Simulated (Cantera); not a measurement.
An isothermal, constant-pressure homogeneous reactor starts with 53.2 % NO, 46.8 % N₂, at 1575 K and 1.01 bar.

Computed with Cantera and GRI-Mech 3.0 (53 species, 325 reactions).

Task: Predict: x(NO) at 100 s; x(NO₂) at 100 s; x(O₂) at 100 s; x(N₂) at 100 s; x(N₂O) at 100 s; x(O) at 100 s.

Result: 
```
Quantity                                            Value
---------------  ----------------------------------------
x(NO) at 100 s      0.145 (gas-phase equilibrium 0.00189)
x(NO₂) at 100 s  0.000601 (gas-phase equilibrium 9.18e-6)
x(O₂) at 100 s        0.193 (gas-phase equilibrium 0.265)
x(N₂) at 100 s        0.662 (gas-phase equilibrium 0.733)
x(N₂O) at 100 s   7.41e-6 (gas-phase equilibrium 1.10e-7)
x(O) at 100 s     4.72e-6 (gas-phase equilibrium 5.51e-6)
```
